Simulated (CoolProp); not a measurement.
Vapour-liquid equilibrium of benzene (1) + n-octane (2) at 0.0317 MPa; x and y are mole fractions of (1).

The numbers come from the multi-fluid Helmholtz-energy mixture model, Thol 2012 and Beckmüller 2019; pair parameters Bell 2016 in CoolProp.

```csv
x,"bubble temperature, mixture model (°C)","bubble temperature, Raoult's law (°C)","y, mixture model","y, Raoult's law"
0.05,83.2,84.3,0.210,0.182
0.125,76.3,78.8,0.433,0.384
0.2,70.8,74.1,0.580,0.530
0.275,66.3,70.0,0.680,0.637
0.35,62.6,66.4,0.750,0.719
0.425,59.6,63.2,0.801,0.782
0.5,57.2,60.3,0.840,0.832
0.575,55.1,57.7,0.871,0.873
0.65,53.3,55.3,0.897,0.906
0.725,51.7,53.2,0.920,0.933
0.8,50.2,51.2,0.942,0.955
0.875,48.8,49.3,0.963,0.974
0.95,47.4,47.6,0.985,0.991
```

The largest gap from Raoult's law is -3.8 K in bubble temperature, at x = 0.35. No azeotrope shows between x = 0.05 and 0.95.

The pair parameters rest on a limited set of measurements; away from them the model extrapolates.
